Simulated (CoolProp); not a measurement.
A simple Rankine cycle with water: condensing at 314.15 K, boiler at 1.81 MPa, turbine inlet 520.5 K, turbine efficiency 0.65, pump efficiency 0.7, no recuperator. Each further row changes one setting.

The numbers come from the reference Helmholtz-energy equation of state, Wagner 2002 in CoolProp.

```csv
case,thermal efficiency (%),net work (kJ/kg),heat in (kJ/kg),turbine exit temperature (K),volume ratio over the turbine
as stated,20.0,547,2730,314.1,137
turbine inlet 540.5 K,20.2,560,___,314.1,___
condensing temperature 306.15 K,___,579,___,306.1,205
boiler pressure 1.27 MPa,19.0,522,___,314.1,___
turbine efficiency 0.55,16.9,___,2730,314.1,142
```

Question: Fill in the missing entries.

Answer: 
- turbine inlet 540.5 K, heat in (kJ/kg): 2780
- turbine inlet 540.5 K, volume ratio over the turbine: 132
- condensing temperature 306.15 K, thermal efficiency (%): 20.9
- condensing temperature 306.15 K, heat in (kJ/kg): 2760
- boiler pressure 1.27 MPa, heat in (kJ/kg): 2750
- boiler pressure 1.27 MPa, volume ratio over the turbine: 95.6
- turbine efficiency 0.55, net work (kJ/kg): 463

The expansion ends wet for: as stated; turbine inlet 540.5 K; condensing temperature 306.15 K; boiler pressure 1.27 MPa; turbine efficiency 0.55.
